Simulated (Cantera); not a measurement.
Mixture: CO : H2 : O2 : N2 = 1 : 0.053 : 0.405 : 1.52 (molar parts), equivalence ratio 1.3, at 37.0 bar, adiabatic and at constant pressure. Ignition delay is the time to a rise of 400 K.

Detailed kinetics in Cantera: GRI-Mech 3.0 (53 species, 325 reactions). The hydrogen kinetics of GRI-Mech 3.0 are dated; newer H2 mechanisms differ, most at raised pressure. The pressure lies above the range GRI-Mech 3.0 was tuned for (to about 10 atm).

Problem. What does this change do: constant volume in place of constant pressure?

Solution. 
```tsv
quantity	before	after
delay at 973 K	4.52 ms	3.81 ms
delay at 1123 K	0.209 ms	0.181 ms
delay at 1273 K	21.3 µs	18.6 µs
delay at 1423 K	4.20 µs	3.68 µs
apparent activation energy between 1348 and 1498 K	140 kJ/mol	140 kJ/mol
```

Problem. What does this change do: H2 0.053 to 0.13 parts?

Solution. 
| quantity | before | after |
|---|---|---|
| delay at 973 K | 4.52 ms | 3.74 ms |
| delay at 1123 K | 0.209 ms | 0.176 ms |
| delay at 1273 K | 21.3 µs | 16.4 µs |
| delay at 1423 K | 4.20 µs | 2.71 µs |
| apparent activation energy between 1348 and 1498 K | 140 kJ/mol | 160 kJ/mol |
